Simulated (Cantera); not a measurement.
Input: 1 mol SF6, 0.85 mol SO2, 0.6 mol N2, at 2723 K and 13.5 Torr.

These are equilibrium values from Cantera (NASA tables, ideal gas, pure condensed phases), not measurements of a reactor. Candidate condensed phases: S; 35 gas species. Rates play no part.

### Question
What is the equilibrium state?

### Answer
```json
{
  "x(F)": "0.700",
  "x(SO)": "0.101",
  "x(N2)": "0.0699",
  "x(S)": "0.0606",
  "x(SO2)": "0.0385",
  "x(O)": "0.0154",
  "x(S2)": "0.00616",
  "x(SF)": "0.00483",
  "x(O2)": "0.00270",
  "gas_amount": "8.511 mol",
  "log10 activity of S(l) (absent)": "-3.80"
}
```
